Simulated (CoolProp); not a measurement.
Vapour-liquid equilibrium of cyclohexane (1) + p-xylene (2) at 459.9 K; x and y are mole fractions of (1).

Model: multi-fluid Helmholtz-energy mixture model, Zhou 2014 and Zhou 2012; pair parameters Bell 2016, in CoolProp.

```
x     bubble pressure (MPa)  y at the bubble point  dew pressure at overall composition x (MPa)  liquid density (mol/L)
----  ---------------------  ---------------------  -------------------------------------------  ----------------------
0.05                 0.3622                  0.156                                       0.3300                   6.635
0.2                  0.4916                  0.450                                       0.3774                   6.703
0.35                 0.6110                  0.620                                          [?]                   6.771
0.5                  0.7231                  0.737                                       0.5223                   6.839
0.65                 0.8310                  0.827                                          [?]                   6.909
0.8                  0.9379                    [?]                                       0.7967                   6.981
0.95                  1.047                  0.976                                        1.006                     [?]
```

Question: Some entries are withheld; supply them.

Answer: 
- 0.35, dew pressure at overall composition x (MPa): 0.4392
- 0.65, dew pressure at overall composition x (MPa): 0.6372
- 0.8, y at the bubble point: 0.905
- 0.95, liquid density (mol/L): 7.059

No azeotrope shows between x = 0.05 and 0.95.

Pair parameters are fitted to limited data, so mixtures are less certain than the pure fluids.
